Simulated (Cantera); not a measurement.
An isothermal, constant-pressure homogeneous reactor starts with NH3 : N2 = 1 : 6.2 (molar parts), at 1825 K and 10.00 Torr. Integrator tolerance rtol = 1e-08.

Detailed kinetics in Cantera: the gas-phase N/H chemistry of the illustrative SiF4/NH3 mechanism in the Surface Chemkin manual (1991). Walls and surfaces, which speed up NH3 decomposition in real reactors, are not modelled.

Question: What does this change do: NH3 1 to 0.33 parts?

Answer: 
```csv
quantity,before,after
x(NH3) at 10.0 s,0.0321 (gas-phase equilibrium 2.57e-8),0.0116 (gas-phase equilibrium 6.77e-9)
x(H2) at 10.0 s,0.141 (gas-phase equilibrium 0.182),0.0555 (gas-phase equilibrium 0.0716)
x(NH2) at 10.0 s,8.12e-5 (gas-phase equilibrium 6.27e-10),4.15e-5 (gas-phase equilibrium 2.63e-10)
x(N2) at 10.0 s,0.827 (gas-phase equilibrium 0.816),0.933 (gas-phase equilibrium 0.927)
x(NH) at 10.0 s,3.26e-6 (gas-phase equilibrium 2.57e-10),2.29e-6 (gas-phase equilibrium 1.72e-10)
x(N2H2) at 10.0 s,1.56e-7 (gas-phase equilibrium <1e-12),5.36e-8 (gas-phase equilibrium <1e-12)
```

Question: What does this change do: N2 6.2 to 9.2 parts?

Answer: 
```csv
quantity,before,after
x(NH3) at 10.0 s,0.0321 (gas-phase equilibrium 2.57e-8),0.0224 (gas-phase equilibrium 1.66e-8)
x(H2) at 10.0 s,0.141 (gas-phase equilibrium 0.182),0.103 (gas-phase equilibrium 0.133)
x(NH2) at 10.0 s,8.12e-5 (gas-phase equilibrium 6.27e-10),6.43e-5 (gas-phase equilibrium 4.72e-10)
x(N2) at 10.0 s,0.827 (gas-phase equilibrium 0.816),0.874 (gas-phase equilibrium 0.865)
x(NH) at 10.0 s,3.26e-6 (gas-phase equilibrium 2.57e-10),2.91e-6 (gas-phase equilibrium 2.27e-10)
x(N2H2) at 10.0 s,1.56e-7 (gas-phase equilibrium <1e-12),1.08e-7 (gas-phase equilibrium <1e-12)
```
